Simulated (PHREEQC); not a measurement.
## Reverse-osmosis permeate

Model water analysis in mmol/kgw, 25 °C, pH 6.33, pe 8.7:

```
constituent           mmol/kgw
--------------------  --------
Na                      0.0267
K                       0.0534
Ca                      0.0177
Mg                      0.0101
Cl                      0.0505
S(6)                   0.00966
Alkalinity (meq/kgw)    0.0635
Br                    1.41e-05
```

Valence states are taken as typed.

All values are PHREEQC results (ion-association model, wateq4f.dat), not measurements.

Precipitation was switched off in this run.

Question: What charge-balance error does the model give?

Answer: charge-balance error 0.9 %.

Question: In which forms is C present?

Answer: CO2 51 %, HCO3- 49 % of the C.
